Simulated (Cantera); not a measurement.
A perfectly stirred reactor is fed with CH4 : O2 : N2 : CO2 = 1 : 2.33 : 8.74 : 2.5 (molar parts), equivalence ratio 0.86, at 101000 Pa; it is adiabatic with a 400 K inlet, and is followed from long to short residence time, starting on the burning branch (τ in s: 0.041, 0.019, 0.0089, 0.0042, 0.002, 0.00092, 0.00043, 0.0002, 9.5e-05, 4.4e-05).

Cantera simulation using GRI-Mech 3.0 (53 species, 325 reactions); the numbers are that mechanism's predictions, not measurements.

x: mole fraction; the columns are a selection and need not sum to one.

| τ (s) | T (K) | x CH4 | x O2 | x CO2 | x HO2 | x H | x CO | x CH3 |
|---|---|---|---|---|---|---|---|---|
| 0.041 | 1761 | 2.21e-5 | 0.0246 | 0.235 | 2.30e-6 | [?] | 0.00432 | 5.21e-6 |
| 0.019 | 1743 | 3.75e-5 | 0.0257 | 0.233 | 3.59e-6 | [?] | 0.00637 | 8.20e-6 |
| 0.0089 | 1718 | 6.44e-5 | 0.0272 | 0.230 | 5.49e-6 | [?] | 0.00904 | 1.28e-5 |
| 0.0042 | 1687 | 0.000113 | 0.0290 | 0.226 | 8.21e-6 | [?] | 0.0124 | 2.04e-5 |
| 0.0020 | 1649 | 0.000208 | 0.0314 | 0.221 | 1.20e-5 | [?] | 0.0163 | 3.32e-5 |
| 0.00092 | 1599 | 0.000433 | 0.0348 | 0.215 | 1.82e-5 | [?] | 0.0213 | 5.97e-5 |
| 0.00043 | 1524 | 0.00124 | 0.0412 | 0.205 | 3.29e-5 | [?] | 0.0287 | 0.000141 |
| 0.00020 | 400 | 0.0686 | 0.160 | 0.172 | <1e-12 | <1e-12 | <1e-12 | <1e-12 |
| 9.5e-5 | 400 | 0.0686 | 0.160 | 0.172 | <1e-12 | <1e-12 | <1e-12 | <1e-12 |
| 4.4e-5 | 400 | 0.0686 | 0.160 | 0.172 | <1e-12 | <1e-12 | <1e-12 | <1e-12 |

Q: Fill in the missing entries.

A: 
- 0.041, x H: 0.000116
- 0.019, x H: 0.000218
- 0.0089, x H: 0.000392
- 0.0042, x H: 0.000670
- 0.0020, x H: 0.00107
- 0.00092, x H: 0.00156
- 0.00043, x H: 0.00172
